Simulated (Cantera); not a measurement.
Input: 1 mol CuO, 0.3 mol C, 5.5 mol N2, 5.7 mol CH4, equilibrated at 1452 °C and 2.20 mbar.

Method: chemical equilibrium by Gibbs-energy minimisation in Cantera with the NASA 1993 tables (ideal gas, pure condensed phases). Candidate condensed phases: C, C6H6, C7H8, C8H18, Cu, CuO, Cu(OH)2, Cu2O, H2O; 139 gas species. Kinetics and transport are ignored.

Base state: H2 0.600, N2 0.290, CO 0.0528, Cu 0.0528, H 0.00307, HCN 0.00175, HNC 5.56e-5, C2H2 (acetylene) 5.53e-5 (mole fractions); condensed: C(graphite).

### Question
What changes in the equilibrium state with this change: temperature from 1452 °C to 1877 °C?

### Answer
```json
[
 {"species": "H2", "before": "0.600", "after": "0.544"},
 {"species": "N2", "before": "0.290", "after": "0.276"},
 {"species": "H", "before": "0.00307", "after": "0.0663"},
 {"species": "CO", "before": "0.0528", "after": "0.0512"},
 {"species": "Cu", "before": "0.0528", "after": "0.0512"},
 {"species": "CN", "before": "1.00e-7", "after": "3.90e-5"},
 {"species": "C2H2 (acetylene)", "before": "5.53e-5", "after": "0.00105"},
 {"species": "Cu2", "before": "3.82e-5", "after": "2.43e-6"},
 {"species": "C(graphite), mol", "before": "4.96", "after": "4.75"}
]
```
